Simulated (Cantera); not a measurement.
Cantera run:

```python
import numpy as np
import cantera as ct

gas_names = """
    H HO2 H2 H2O H2O2 H2S H2SO4 Mg MgH MgO MgOH MgO2H2 MgS Mg2 O OH O2 O3 S SH SO SO2 SO3 S2 S2O S8
""".split()
cond_names = """
    H2O(s) H2O(L) H2SO4(L) Mg(cr) Mg(L) MgO(s) MgO(L) MgO2H2(s) MgS(s) MgSO4(s) MgSO4(L) S(cr1) S(cr2)
    S(L)
""".split()


# ... load() reads the species with a 1 bar reference pressure and builds the phases ...
atoms = {
    'MgSO4': {'Mg': 1, 'S': 1, 'O': 4},
    'H2': {'H': 2},
}
top_T = {'MgS(s)': 2250}  # K; cautious upper limits of use, not melting points


# ... equilibrate(T, P, feed) seeds the gas with the atoms and calls Mixture.equilibrate('TP', solver="vcs", rtol=1e-11, max_steps=5000) ...
results = []
feed = {'MgSO4': 1, 'H2': 0.25}  # mol
P = 23000  # Pa
for T in [1723, 1773, 1823, 1873, 1923, 1973, 2023, 2073, 2123, 2173, 2223, 2273]:
    mix = equilibrate(T, P, feed)
    results.append((T, P, feed, dict(zip(mix.species_names, mix.species_moles))))
    x = sorted(zip(gas.X, gas.species_names), reverse=True)
    print(f"T = {T:g} K  P = {P:g} Pa  gas = {mix.phase_moles(0):.4g} mol")
    print("   x: " + "  ".join(f"{s} {v:.3e}" for v, s in x if v > 1e-05))
    print("   condensed (mol): " + ("  ".join(f"{mix.phase(i).name} {mix.phase_moles(i):.4g}"
          for i in range(1, mix.n_phases) if mix.phase_moles(i) > 1e-12) or "none"))
```

Result:

```
T = 1723 K  P = 23000 Pa  gas = 1.624 mol
   x: SO2 6.139e-01  O2 2.298e-01  H2O 1.536e-01  SO3 1.967e-03  OH 7.761e-04  O 5.683e-05  SO 2.149e-05  H2 1.701e-05
   condensed (mol): MgO(s) 1
T = 1773 K  P = 23000 Pa  gas = 1.624 mol
   x: SO2 6.140e-01  O2 2.298e-01  H2O 1.534e-01  SO3 1.634e-03  OH 1.069e-03  O 9.384e-05  SO 3.893e-05  H2 2.783e-05
   condensed (mol): MgO(s) 1
T = 1823 K  P = 23000 Pa  gas = 1.625 mol
   x: SO2 6.141e-01  O2 2.297e-01  H2O 1.531e-01  OH 1.446e-03  SO3 1.371e-03  O 1.508e-04  SO 6.823e-05  H2 4.433e-05
   condensed (mol): MgO(s) 1
T = 1873 K  P = 23000 Pa  gas = 1.625 mol
   x: SO2 6.140e-01  O2 2.297e-01  H2O 1.528e-01  OH 1.924e-03  SO3 1.161e-03  O 2.362e-04  SO 1.161e-04  H2 6.886e-05  H 1.117e-05
   condensed (mol): MgO(s) 1
T = 1923 K  P = 23000 Pa  gas = 1.626 mol
   x: SO2 6.139e-01  O2 2.295e-01  H2O 1.524e-01  OH 2.521e-03  SO3 9.925e-04  O 3.615e-04  SO 1.920e-04  H2 1.045e-04  H 2.008e-05
   condensed (mol): MgO(s) 1
T = 1973 K  P = 23000 Pa  gas = 1.626 mol
   x: SO2 6.137e-01  O2 2.293e-01  H2O 1.519e-01  OH 3.257e-03  SO3 8.549e-04  O 5.415e-04  SO 3.097e-04  H2 1.552e-04  H 3.505e-05
   condensed (mol): MgO(s) 1
T = 2023 K  P = 23000 Pa  gas = 1.627 mol
   x: SO2 6.133e-01  O2 2.290e-01  H2O 1.513e-01  OH 4.152e-03  O 7.950e-04  SO3 7.417e-04  SO 4.877e-04  H2 2.258e-04  H 5.951e-05
   condensed (mol): MgO(s) 1
T = 2073 K  P = 23000 Pa  gas = 1.629 mol
   x: SO2 6.127e-01  O2 2.286e-01  H2O 1.505e-01  OH 5.228e-03  O 1.146e-03  SO 7.512e-04  SO3 6.478e-04  H2 3.225e-04  H 9.848e-05  MgO2H2 1.039e-05
   condensed (mol): MgO(s) 1
T = 2123 K  P = 23000 Pa  gas = 1.63 mol
   x: SO2 6.118e-01  O2 2.282e-01  H2O 1.496e-01  OH 6.506e-03  O 1.623e-03  SO 1.133e-03  SO3 5.691e-04  H2 4.523e-04  H 1.591e-04  MgO2H2 1.484e-05
   condensed (mol): MgO(s) 1
T = 2173 K  P = 23000 Pa  gas = 1.632 mol
   x: SO2 6.106e-01  O2 2.276e-01  H2O 1.484e-01  OH 8.006e-03  O 2.262e-03  SO 1.678e-03  H2 6.237e-04  SO3 5.027e-04  H 2.513e-04  MgO2H2 2.081e-05
   condensed (mol): MgO(s) 1
T = 2223 K  P = 23000 Pa  gas = 1.634 mol
   x: SO2 6.090e-01  O2 2.270e-01  H2O 1.470e-01  OH 9.749e-03  O 3.105e-03  SO 2.438e-03  H2 8.463e-04  SO3 4.461e-04  H 3.886e-04  MgO2H2 2.867e-05
   condensed (mol): MgO(s) 0.9999
T = 2273 K  P = 23000 Pa  gas = 1.638 mol
   x: SO2 6.068e-01  O2 2.262e-01  H2O 1.453e-01  OH 1.175e-02  O 4.202e-03  SO 3.483e-03  H2 1.130e-03  H 5.889e-04  SO3 3.975e-04  MgO2H2 3.883e-05  Mg 1.568e-05  MgOH 1.356e-05  MgO 1.000e-05
   condensed (mol): MgO(s) 0.9999
```

Equilibrium computed with Cantera from the NASA thermochemical tables; the gas is ideal and each condensed phase is pure.
